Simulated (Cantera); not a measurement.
Source: NASA polynomial tables (part measured, part estimated), evaluated in Cantera. Values are per mole of reaction as written; species without (g) are pure solids or liquids, kept so even where they would boil at 1 bar.

O₃(g) + 3 Ba(OH)₂ = 3 BaO + 6 OH(g)

```
T (K)  ΔH° (kJ)  ΔS° (J/K)  ΔG° (kJ)  log10 K    condensed phases
-----  --------  ---------  --------  -------  ------------------
2275          …          …         …        …  Ba(OH)₂(l), BaO(s)
2300          …          …         …        …  Ba(OH)₂(l), BaO(l)
2325     1216.2      574.9    -120.5     2.71  Ba(OH)₂(l), BaO(l)
2350     1214.1      574.0    -134.9     3.00  Ba(OH)₂(l), BaO(l)
2375     1212.0      573.1    -149.2     3.28  Ba(OH)₂(l), BaO(l)
2400     1209.8      572.2    -163.5     3.56  Ba(OH)₂(l), BaO(l)
```

**Question.** Fill in the missing entries.

**Answer.** 
- 2275, ΔH° (kJ): 1044.8
- 2275, ΔS° (J/K): 499.9
- 2275, ΔG° (kJ): -92.5
- 2275, log10 K: 2.12
- 2300, ΔH° (kJ): 1218.4
- 2300, ΔS° (J/K): 575.9
- 2300, ΔG° (kJ): -106.1
- 2300, log10 K: 2.41
